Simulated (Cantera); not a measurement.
Feed: 1 mol PbO, 0.45 mol H2, held at 0.100 bar.

These are equilibrium values from Cantera (NASA tables, ideal gas, pure condensed phases), not measurements of a reactor. Candidate condensed phases: H2O, Pb, PbO, PbO2, Pb3O4; 12 gas species. Each liquid is taken as pure. Mutual solubility and eutectic melting of coexisting phases are not modelled. Gases not in the tables: (PbO)n polymers. The numbers say what is thermodynamically allowed, not how fast it happens.

x: gas mole fraction; n: condensed amount in mol.

| T (K) | x H2O | x Pb | x PbO | x H2 | n Pb(l) | n PbO(yellow) | n PbO(l) |
|---|---|---|---|---|---|---|---|
| 825 | 1.000 | 1.43e-6 | 2.51e-9 | 7.13e-5 | 0.450 | 0.550 | 0 |
| 875 | 1.000 | 6.74e-6 | 2.57e-8 | 8.97e-5 | 0.450 | 0.550 | 0 |
| 925 | 1.000 | (withheld) | (withheld) | (withheld) | 0.450 | 0.550 | 0 |
| 975 | 1.000 | (withheld) | (withheld) | (withheld) | 0.450 | 0.550 | 0 |
| 1025 | 1.000 | 0.000278 | 6.85e-6 | 0.000161 | 0.450 | 0.550 | 0 |
| 1075 | 0.999 | 0.000759 | 3.08e-5 | 0.000190 | 0.450 | 0.550 | 0 |
| 1125 | 0.998 | 0.00189 | 0.000121 | 0.000223 | 0.449 | 0.550 | 0 |
| 1175 | 0.995 | 0.00435 | 0.000403 | 0.000267 | 0.448 | 0 | 0.550 |
| 1225 | 0.989 | 0.00935 | 0.00113 | 0.000340 | 0.446 | 0 | 0.550 |
| 1275 | 0.978 | 0.0189 | 0.00290 | 0.000424 | 0.441 | 0 | 0.549 |
| 1325 | 0.957 | 0.0360 | 0.00690 | 0.000517 | 0.433 | 0 | 0.547 |
| 1375 | 0.918 | 0.0656 | 0.0154 | 0.000610 | 0.418 | 0 | 0.543 |
| 1425 | 0.853 | 0.114 | 0.0322 | 0.000689 | 0.389 | 0 | 0.533 |
| 1475 | 0.743 | 0.192 | 0.0638 | 0.000723 | 0.333 | 0 | 0.512 |

**Question.** Some entries are withheld; supply them.

**Answer.** 
- 975, x Pb: 9.17e-5
- 975, x PbO: 1.30e-6
- 975, x H2: 0.000134
- 925, x Pb: 2.67e-5
- 925, x PbO: 2.04e-7
- 925, x H2: 0.000111
